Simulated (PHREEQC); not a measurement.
Solution (20 °C): 0.047 mol H3PO4, 0.0048 mol HCl and 0.0071 mol NiSO4 per kg of water. Closed to the air; pH follows from the charge balance.

The numbers come from PHREEQC with the ion-association model, wateq4f.dat.

Each row changes one thing in this solution. No solid was allowed to form.

```json
[
 {"case": "as made", "pH": "1.80", "ionic strength (mol/kgw)": "0.0404", "H3PO4 (mol/kgw)": "0.0305", "H2PO4- (mol/kgw)": "0.0165", "HPO4-2 (mol/kgw)": "1.06e-7"},
 {"case": "NiSO4 left out", "pH": "?", "ionic strength (mol/kgw)": "?", "H3PO4 (mol/kgw)": "0.0320", "H2PO4- (mol/kgw)": "0.0150", "HPO4-2 (mol/kgw)": "7.67e-8"},
 {"case": "diluted 2-fold with water", "pH": "1.99", "ionic strength (mol/kgw)": "0.0232", "H3PO4 (mol/kgw)": "0.0130", "H2PO4- (mol/kgw)": "?", "HPO4-2 (mol/kgw)": "9.38e-8"},
 {"case": "diluted 100-fold with water", "pH": "3.33", "ionic strength (mol/kgw)": "0.000766", "H3PO4 (mol/kgw)": "2.81e-5", "H2PO4- (mol/kgw)": "0.000442", "HPO4-2 (mol/kgw)": "6.18e-8"},
 {"case": "NiSO4 from 0.0071 to 0.00781 mol/kgw", "pH": "1.80", "ionic strength (mol/kgw)": "0.0423", "H3PO4 (mol/kgw)": "?", "H2PO4- (mol/kgw)": "0.0166", "HPO4-2 (mol/kgw)": "1.09e-7"},
 {"case": "0.00076 mol/kgw KCl added", "pH": "1.80", "ionic strength (mol/kgw)": "?", "H3PO4 (mol/kgw)": "0.0305", "H2PO4- (mol/kgw)": "0.0165", "HPO4-2 (mol/kgw)": "1.06e-7"}
]
```

Fill in the missing entries.


- NiSO4 left out, pH: 1.75
- NiSO4 left out, ionic strength (mol/kgw): 0.0198
- diluted 2-fold with water, H2PO4- (mol/kgw): 0.0105
- NiSO4 from 0.0071 to 0.00781 mol/kgw, H3PO4 (mol/kgw): 0.0304
- 0.00076 mol/kgw KCl added, ionic strength (mol/kgw): 0.0412

Species that the database lacks are ignored. H3PO4, which wateq4f.dat lacks, is added to it with the constant of phreeqc.dat. The database has no phosphate complexes of Ni.
